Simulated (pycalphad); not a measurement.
CALPHAD calculation (pycalphad, COST 507 light-alloy database (1999)), 1 atm. The data set is of 1999 and partly superseded. Amounts are mole fractions of atoms.

Q: Give the equilibrium state of Al-0.32Si-0.25C (at.%) at 570 K.

A: fcc, fraction 0.992, with 0.05 Si, <0.01 C at.%; AL8SIC7, fraction 0.006, with 6.2 Si, 43.8 C at.%; diamond (Si), fraction 0.002, with >99.99 Si, <0.01 C at.%.

Q: Give the equilibrium state of Al-0.32Si-0.25C (at.%) at 1210 K.

A: 
```
T = 1210.00 K, P = 101325 Pa, N = 1 mol of atoms
G = -58971 J/mol, H = 37414 J/mol, S = 79.66 J/(mol K)  (SER reference)
chemical potentials (J/mol): Al -58824, Si -96729, C -68871
phase             fraction      x(Al)      x(Si)       x(C)
LIQUID              0.9942     0.9968     0.0032      1e-06
AL4C3               0.0058     0.5713   0.000103     0.4286
```

Database names, with the compositions (at.%) that they take in these runs: AL4C3: Al 57 C 43; AL8SIC7: Al 50 C 44 Si 6.
